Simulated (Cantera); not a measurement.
Cantera run, input and output.

```python
import numpy as np
import cantera as ct

gas = ct.Solution("gri30.yaml")
gas.TPX = 950, 2666, {'H2': 0.11, 'O2': 1}
reactor = ct.IdealGasConstPressureReactor(gas, energy="off", clone=False)
net = ct.ReactorNet([reactor])
net.rtol, net.atol = 1e-08, 1e-18
show = ['H2', 'O2', 'H2O', 'O', 'H']
times = np.geomspace(7e-05, 90, 12)

steps = ct.SolutionArray(gas, extra=["t"])
rows = []
print(f"{'t/s':>10s}{'T/K':>9s}{'P/Pa':>11s}" + "".join(f"{s:>11s}" for s in show))
for t in times:
    while net.time < t:
        t_next = net.step()
        steps.append(gas.state, t=t_next)
    rows.append([np.interp(t, steps.t, y) for y in (steps.T, steps.P, *steps(*show).X.T)])
    print(f"{t:10.3e}{rows[-1][0]:9.1f}{rows[-1][1]:11.4g}" + "".join(f"{x:11.3e}" for x in rows[-1][2:]))
rate = np.gradient(steps.T, steps.t)
print("integrator steps:", len(steps.t))
if steps.T.max() > steps.T[0] + 200:
    print(f"time of steepest temperature rise: {steps.t[rate.argmax()]:.4e} s")
gas.TPX = 950, 2666, {'H2': 0.11, 'O2': 1}
gas.equilibrate("TP")
print(f"equilibrium (TP): T = {gas.T:.1f} K  " + "  ".join(f"{s} {gas[s].X[0]:.3e}" for s in show))
```

It prints:

```
       t/s      T/K       P/Pa         H2         O2        H2O          O          H
 7.000e-05    950.0       2666  9.910e-02  9.009e-01  4.867e-12  7.794e-12  2.536e-11
 2.515e-04    950.0       2666  9.910e-02  9.009e-01  1.354e-10  9.523e-11  1.368e-10
 9.033e-04    950.0       2666  9.910e-02  9.009e-01  1.776e-08  8.017e-09  9.419e-09
 3.245e-03    950.0       2666  7.331e-02  8.878e-01  1.956e-02  6.598e-03  1.047e-02
 1.166e-02    950.0       2666  7.669e-04  8.940e-01  1.029e-01  1.449e-03  3.110e-04
 4.188e-02    950.0       2666  7.909e-05  8.956e-01  1.041e-01  9.964e-05  4.396e-06
 1.504e-01    950.0       2666  8.799e-06  8.957e-01  1.042e-01  1.035e-05  1.510e-07
 5.404e-01    950.0       2666  6.328e-07  8.957e-01  1.043e-01  1.343e-06  7.035e-09
 1.941e+00    950.0       2666  3.185e-08  8.957e-01  1.043e-01  2.279e-07  4.783e-10
 6.974e+00    950.0       2666  3.740e-09  8.957e-01  1.043e-01  4.931e-08  4.765e-11
 2.505e+01    950.0       2666  8.113e-10  8.957e-01  1.043e-01  1.211e-08  5.774e-12
 9.000e+01    950.0       2666  2.004e-10  8.957e-01  1.043e-01  3.149e-09  7.653e-13
integrator steps: 1688
equilibrium (TP): T = 950.0 K  H2 1.237e-11  O2 8.957e-01  H2O 1.043e-01  O 1.854e-10  H 1.206e-14
```

Detailed kinetics in Cantera: GRI-Mech 3.0 (53 species, 325 reactions). Radical loss at walls, strong at low pressure, is not modelled. The temperature is held fixed by assumption; the heat of reaction is taken as removed at once.
